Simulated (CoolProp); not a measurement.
Model: reference Helmholtz-energy equation of state, Gao 2022, in CoolProp.

Task: Give the vapour pressure (MPa), liquid density (kg/m³), vapour density (kg/m³), enthalpy of vaporisation (kJ/kg) of saturated n-perfluorobutane at 73.45 °C.

Result: 
```csv
T (°C),p (MPa),liquid density (kg/m³),vapour density (kg/m³),enthalpy of vaporisation (kJ/kg)
73.45,0.995,1270,112,65.2
```
